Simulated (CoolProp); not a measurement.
Vapour-liquid equilibrium of R143a (1) + n-butane (2) at 303.6 K; x and y are mole fractions of (1).

The numbers come from the multi-fluid Helmholtz-energy mixture model, Lemmon and Jacobsen 2000 and Bücker 2006; pair parameters Bell 2016 in CoolProp.

Q: Give the bubble pressure and the first vapour's composition at x = 0.125, 0.5, 0.725. Is there an azeotrope?

A: x = 0.125: 0.6521 MPa, y = 0.563; x = 0.5: 1.107 MPa, y = 0.780; x = 0.725: 1.268 MPa, y = 0.853. No azeotrope shows between x = 0.05 and 0.95.

Pair parameters are fitted to limited data, so mixtures are less certain than the pure fluids. With so large a gap from Raoult's law the liquid may split in two, which this calculation doesn't test in full.
